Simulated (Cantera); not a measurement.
Source: NASA polynomial tables (part measured, part estimated), evaluated in Cantera. Values are per mole of reaction as written; species without (g) are pure solids or liquids, kept so even where they would boil at 1 bar.

2 H(g) + Cu2O ⇌ H2O(g) + 2 Cu

| T (K) | ΔH° (kJ) | ΔS° (J/K) | ΔG° (kJ) | log10 K |
|---|---|---|---|---|
| 2725 | -603.5 | -143.6 | -212.2 | 4.07 |
| 2750 | … | … | … | … |
| 2775 | … | … | … | … |
| 2800 | … | … | … | … |
| 2825 | -605.5 | -144.3 | -197.8 | 3.66 |
| 2850 | -606.0 | -144.5 | -194.2 | 3.56 |
| 2875 | -606.5 | -144.7 | -190.6 | 3.46 |
| 2900 | -607.0 | -144.8 | -187.0 | 3.37 |

Problem. Fill in the missing entries.

Solution. 
- 2750, ΔH° (kJ): -604.0
- 2750, ΔS° (J/K): -143.8
- 2750, ΔG° (kJ): -208.6
- 2750, log10 K: 3.96
- 2775, ΔH° (kJ): -604.5
- 2775, ΔS° (J/K): -144.0
- 2775, ΔG° (kJ): -205.0
- 2775, log10 K: 3.86
- 2800, ΔH° (kJ): -605.0
- 2800, ΔS° (J/K): -144.1
- 2800, ΔG° (kJ): -201.4
- 2800, log10 K: 3.76
